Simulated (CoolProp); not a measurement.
Vapour-liquid equilibrium of hydrogen sulfide (1) + n-pentane (2) at 2.68 bar; x and y are mole fractions of (1).

The numbers come from the multi-fluid Helmholtz-energy mixture model, Lemmon 2006 and Thol 2019; pair parameters Kunz 2012 in CoolProp.

```tsv
x	bubble temperature, mixture model (°C)	bubble temperature, Raoult's law (°C)	y, mixture model	y, Raoult's law
0.05	41.9	42.1	0.544	0.560
0.15	3.6	14.2	0.902	0.857
0.25	-15.4	-1.0	0.964	0.935
0.35	-24.7	-10.9	0.980	0.965
0.45	-29.2	-18.1	0.986	0.979
0.55	-31.5	-23.6	0.989	0.988
0.65	-32.9	-28.1	0.990	0.993
0.75	-34.2	-31.8	0.992	0.996
0.85	-35.7	-35.0	0.994	0.998
0.95	-37.8	-37.7	0.998	0.999
```

The largest gap from Raoult's law is -14.4 K in bubble temperature, at x = 0.25. No azeotrope shows between x = 0.05 and 0.95.

Pair parameters are fitted to limited data, so mixtures are less certain than the pure fluids. With so large a gap from Raoult's law the liquid may split in two, which this calculation doesn't test in full.
